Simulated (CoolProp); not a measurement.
R125 at several states: fugacity coefficient from the reference equation and from simpler models built on Tc = 339.2 K, pc = 36.18 bar, ω = 0.305; each cubic takes its own stable root.

Values from CoolProp's reference Helmholtz-energy equation of state, Lemmon 2005.

```json
[
 {"T (K)": "357.4", "p (bar)": "9.35", "phase": "gas", "reference": "(withheld)", "van der Waals": "(withheld)", "Peng-Robinson": "0.9193"},
 {"T (K)": "231.6", "p (bar)": "32.4", "phase": "liquid", "reference": "0.04609", "van der Waals": "0.2056", "Peng-Robinson": "0.04612"},
 {"T (K)": "272.6", "p (bar)": "28.6", "phase": "liquid", "reference": "(withheld)", "van der Waals": "(withheld)", "Peng-Robinson": "0.2173"},
 {"T (K)": "415.5", "p (bar)": "24.2", "phase": "gas", "reference": "0.8933", "van der Waals": "0.8824", "Peng-Robinson": "0.8808"}
]
```

Some entries are withheld; supply them.


- 357.4, reference: 0.9273
- 357.4, van der Waals: 0.9329
- 272.6, reference: 0.2178
- 272.6, van der Waals: 0.4378
